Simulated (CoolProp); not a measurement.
A single-stage vapour-compression cycle with the fluid: evaporating at 203.15 K (dew point), condensing at 265.15 K (bubble point), superheat 10 K, subcooling 2 K, compressor efficiency 0.85, no pressure losses. The same conditions are run with several fluids, on thermodynamics alone (safety and materials aside).

Values from CoolProp's reference Helmholtz-energy equation of state of each fluid (R115: Lemmon 2016; carbonyl sulfide: Lemmon 2006; nitrous oxide: Lemmon 2006; C2F6 (R116): Lemmon 2006; C3F8 (R218): Lemmon 2006; CH3F (R41): Lemmon 2006).

```tsv
fluid	cooling COP	pressure ratio	discharge temperature (K)	refrigerating effect (kJ/kg)	volumetric capacity (kJ/m³)
R115	2.05	17.0	283.8	85.9	151
carbonyl sulfide	2.12	13.9	?	256	320
nitrous oxide	1.92	9.27	374.8	249	1760
C2F6 (R116)	1.64	?	279.4	55.2	695
C3F8 (R218)	1.87	18.9	269.3	?	116
CH3F (R41)	1.97	10.4	383.2	355	1120
```

Problem. Complete the blanks.

Solution. 
- carbonyl sulfide, discharge temperature (K): 391.9
- C2F6 (R116), pressure ratio: 9.67
- C3F8 (R218), refrigerating effect (kJ/kg): 64.5
